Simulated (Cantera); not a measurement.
Feed: 1 mol SF₆, 0.0061 mol SO₂, 0.034 mol O₂, equilibrated at 7.50 Torr.

Equilibrium computed with Cantera from the NASA thermochemical tables; the gas is ideal and each condensed phase is pure. Candidate condensed phases: S; 25 gas species. The tables' values for SF₃, SOF₂, S₂F₂ (SSF₂), FS₂F (FSSF) are old estimates; treat these amounts as uncertain. Rates play no part.

x: gas mole fraction; nothing condenses.

| T (K) | x F | x SF₂ | x S | x SF | x S₂ | x SO |
|---|---|---|---|---|---|---|
| 2000 | 0.805 | 0.160 | 0.000831 | 0.0121 | 0.000682 | 0.00286 |
| 2100 | 0.824 | 0.120 | 0.00505 | 0.0274 | 0.00724 | 0.00687 |
| 2200 | 0.855 | ? | ? | ? | ? | ? |
| 2300 | 0.874 | ? | ? | ? | 0.0318 | 0.0105 |
| 2400 | 0.878 | 0.00631 | 0.0500 | 0.0229 | 0.0312 | 0.0108 |
| 2500 | 0.875 | 0.00195 | 0.0700 | 0.0157 | 0.0255 | 0.0108 |
| 2600 | 0.870 | 0.000612 | 0.0892 | 0.0103 | 0.0184 | 0.0105 |
| 2700 | 0.865 | 0.000197 | 0.105 | 0.00656 | 0.0121 | 0.00990 |
| 2800 | 0.860 | 6.55e-5 | 0.117 | 0.00412 | 0.00747 | 0.00881 |
| 2900 | 0.856 | 2.28e-5 | 0.125 | 0.00259 | 0.00448 | 0.00719 |
| 3000 | 0.853 | 8.37e-6 | 0.131 | 0.00165 | 0.00268 | 0.00530 |
| 3100 | 0.851 | 3.24e-6 | 0.135 | 0.00107 | 0.00162 | 0.00355 |
| 3200 | 0.849 | 1.32e-6 | 0.138 | 0.000704 | 0.000988 | 0.00221 |
| 3300 | 0.848 | 5.63e-7 | 0.139 | 0.000473 | 0.000614 | 0.00134 |

Q: What belongs in the gaps?

A: 
- 2200, x SF₂: 0.0575
- 2200, x S: 0.0158
- 2200, x SF: 0.0355
- 2200, x S₂: 0.0228
- 2200, x SO: 0.00956
- 2300, x SF₂: 0.0201
- 2300, x S: 0.0314
- 2300, x SF: 0.0310
